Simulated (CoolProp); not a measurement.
Vapour-liquid equilibrium of chloromethane (R40) (1) + isobutene (2) at 338.7 K; x and y are mole fractions of (1).

Values from CoolProp's multi-fluid Helmholtz-energy mixture model, Thol 2014 and Lemmon 2005; pair parameters Bell 2016.

Give the bubble pressure and the first vapour's composition at x = 0.5, 0.65, 0.95. Is there an azeotrope?

x = 0.5: 1295 kPa, y = 0.609; x = 0.65: 1396 kPa, y = 0.735; x = 0.95: 1586 kPa, y = 0.964. No azeotrope shows between x = 0.05 and 0.95.

Pair parameters are fitted to limited data, so mixtures are less certain than the pure fluids.
